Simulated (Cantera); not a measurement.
An isothermal plug-flow reactor at 1025 K and 1.50 bar (inlet), inlet velocity 0.11 m/s, active area per volume 430 1/m; feed 0.310 % CH4, 6.55 % O2, 90.8 % N2, 2.30 % H2O.

Cantera simulation using Deutschmann's 1995 Pt surface mechanism with GRI-Mech 3.0 gas chemistry; the numbers are that mechanism's predictions, not measurements. Catalytic surfaces can have several steady states; this one follows from the mechanism file's or the stated starting coverage. Mass transfer to the wall is taken as infinitely fast.

One state of this run: x CH4 = 0.00254; x O2 = 0.0644; x H2O = 0.0241; x CO2 = 0.000551; x CO = 1.48e-6; θ free Pt = 0.226; θ O* = 0.771; θ OH* = 0.00328. x: gas mole fraction; θ: surface coverage.

**Question.** Which value of z (m) does it belong to?
(A) 0.0025
(B) 0.00053
(C) 0.0041
(D) 0.0015

**Answer.** B, 0.00053
